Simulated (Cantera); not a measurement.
A freely propagating, adiabatic, planar premixed flame of 20.7 % H2, 14.2 % O2, 65.1 % N2, unburnt at 350 K and 1000000 Pa; mixture-averaged transport, grid criteria slope 0.08 and curve 0.16, no radiation.

Model: the H2/O2 subset of GRI-Mech 3.0, which has no nitrogen chemistry, integrated in Cantera. The hydrogen kinetics of GRI-Mech 3.0 are dated; newer H2 mechanisms differ, most at raised pressure. Burning velocities carry a grid error of a few per cent, more on coarse grids.

Predict: laminar burning velocity; thermal thickness; peak x(OH); peak x(H2O2); peak x(HO2).


```
Property                     Result
------------------------  ---------
laminar burning velocity  31.8 cm/s
thermal thickness         0.0608 mm
peak x(OH)                  0.00303
peak x(H2O2)               0.000347
peak x(HO2)                0.000608
```
